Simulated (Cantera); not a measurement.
An isothermal, constant-pressure homogeneous reactor starts with 65.4 % NO, 34.6 % N₂, at 1698 K and 97.5 Torr.

Model: GRI-Mech 3.0 (53 species, 325 reactions), integrated in Cantera.

Question: Predict: x(NO) at 300 s; x(N₂O) at 300 s; x(O) at 300 s; x(N₂) at 300 s; x(NO₂) at 300 s.

Answer: 
- x(NO) at 300 s: 0.0625 (gas-phase equilibrium 0.00332)
- x(N₂O) at 300 s: 1.32e-6 (gas-phase equilibrium 6.46e-8)
- x(O) at 300 s: 6.66e-5 (gas-phase equilibrium 6.96e-5)
- x(N₂) at 300 s: 0.642 (gas-phase equilibrium 0.672)
- x(NO₂) at 300 s: 8.38e-5 (gas-phase equilibrium 4.68e-6)
